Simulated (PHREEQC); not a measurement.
1 kg of water holding 0.011 mol MgSO4, 0.27 mol K2SO4, 0.01 mol Na2SO4 and 0.023 mol NaCl is evaporated at 30 °C; the solids stay in contact with the brine. The system is closed to CO2. Solids allowed: Arcanite, Bischofite, Bloedite, Brucite, Carnallite, Epsomite, Glaserite, Halite, Hexahydrite, Kainite, Kieserite, Leonite, Mirabilite, Misenite, Schoenite, Sylvite, Thenardite, MgCl2_4H2O. Others were left out.

Base run: PHREEQC, Pitzer model, pitzer.dat. Each further column changes one thing. The table gives ionic strength.

```csv
H2O removed (mol),base,temperature from 30 to 25 °C,temperature from 30 to 5 °C
0,0.907,0.907,0.907
18.01,1.34,1.34,1.34
24.69,1.63,1.63,1.55
34.69,2.35,2.21,1.65
41.44,2.50,2.36,(withheld)
43.95,2.59,2.46,1.90
47.7,2.85,2.72,2.17
50.23,3.23,3.10,2.56
51.94,3.78,3.65,3.12
52.58,4.14,4.01,(withheld)
53.53,4.96,4.95,4.47
54.17,5.42,5.41,5.35
54.41,5.73,5.71,5.83
54.76,6.53,(withheld),7.31
```

Task: Complete the blanks.

Result: 
- 41.44, temperature from 30 to 5 °C: 1.80
- 52.58, temperature from 30 to 5 °C: 3.49
- 54.76, temperature from 30 to 25 °C: 6.50

 Away from 25 °C the constants follow the database's enthalpies or fits; those with neither stay at their 25 °C values.
